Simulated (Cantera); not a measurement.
A closed system holds: 1 mol MgO, 0.037 mol HCl, 1 mol N₂, equilibrated at 1300 K and 1 atm.

Method: chemical equilibrium by Gibbs-energy minimisation in Cantera with the NASA 1993 tables (ideal gas, pure condensed phases). Candidate condensed phases: H₂O, Mg, MgCl₂, MgO, Mg(OH)₂, NH₄Cl; 38 gas species. Kinetics and transport are ignored.

Base state: N₂ 0.964, HCl 0.0335, MgCl₂ 0.00106, H₂O 0.00106, Cl 1.19e-5 (mole fractions); condensed: MgO(s).

### Question
What changes in the equilibrium state with this change: temperature from 1300 K to 1523 K?

### Answer
```tsv
species	before	after
N₂	0.964	0.964
HCl	0.0335	0.0306
MgCl₂	0.00106	0.00250
H₂O	0.00106	0.00250
Cl	1.19e-5	8.46e-5
H₂	6.87e-6	4.44e-5
MgO(s), mol	0.999	0.997
```

### Question
What changes in the equilibrium state with this change: temperature from 1300 K to 1123 K?

### Answer
```csv
species,before,after
N₂,0.964,0.964
HCl,0.0335,0.0349
MgCl₂,0.00106,0.000390
H₂O,0.00106,0.000390
Cl,1.19e-5,1.28e-6
"MgO(s), mol",0.999,1.000
```
